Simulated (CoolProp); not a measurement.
Vapour pressure (bar) of fluorine: the reference equation beside estimates from Tc = 144.4 K, pc = 52.40 bar, ω = 0.045. Clausius-Clapeyron is anchored at 125.9 K with a constant enthalpy of vaporisation of 4.370 kJ/mol.

Values from CoolProp's reference Helmholtz-energy equation of state, de Reuck 1990.

```csv
T (K),reference,Lee-Kesler,Clausius-Clapeyron,van der Waals,Redlich-Kwong
113.3,11.00,11.09,14.08,18.34,11.20
115.1,12.29,12.38,15.14,19.74,12.55
116.9,13.68,13.77,16.25,21.21,14.00
118.7,15.18,15.27,17.39,22.74,15.57
120.5,16.80,16.89,18.58,24.34,17.26
122.3,18.54,18.63,19.81,26.00,19.06
124.1,20.41,20.49,21.09,27.74,20.99
125.9,22.40,22.48,22.40,29.55,23.04
127.7,24.54,24.61,23.76,31.43,25.23
129.5,26.82,26.88,25.16,33.38,27.55
131.3,29.24,29.30,26.60,35.40,30.01
133.1,31.83,31.88,28.08,37.49,32.61
134.9,34.58,34.63,29.60,39.66,35.35
136.7,37.51,37.56,31.16,41.91,38.25
138.5,40.62,40.68,32.75,44.23,41.29
```

Absolute difference from the reference over all 15 rows, mean and median: Lee-Kesler 0.4 and 0.4 %, Clausius-Clapeyron 12.4 and 11.8 %, van der Waals 34.1 and 31.9 %, Redlich-Kwong 2.4 and 2.6 %.
